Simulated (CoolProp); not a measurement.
Model: reference Helmholtz-energy equation of state, McLinden 2020, in CoolProp.

For R1336mzz(Z), give the phase and the density (kg/m³), Joule-Thomson coefficient (K/MPa) at 83.15 °C and 101 kPa.


- 83.15 °C and 101 kPa: gas; density 5.76, Joule-Thomson coefficient 20.4
